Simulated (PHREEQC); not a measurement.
**Hard or scaling water**

Make-up at 20 °C: 0.001 mol MgCl2, 8.5e-05 mol Na2SO4 and 0.0011 mol MgSO4 per kg of water. Closed to the air; pH follows from the charge balance.

Equilibrium calculation in PHREEQC: ion-association model, phreeqc.dat.

No solid was allowed to form.

Problem. Estimate the ionic strength.

Solution. ionic strength 0.00687 mol/kgw.

Problem. In which forms is S present?

Solution. SO4-2 83 %, MgSO4 17 % of the S.
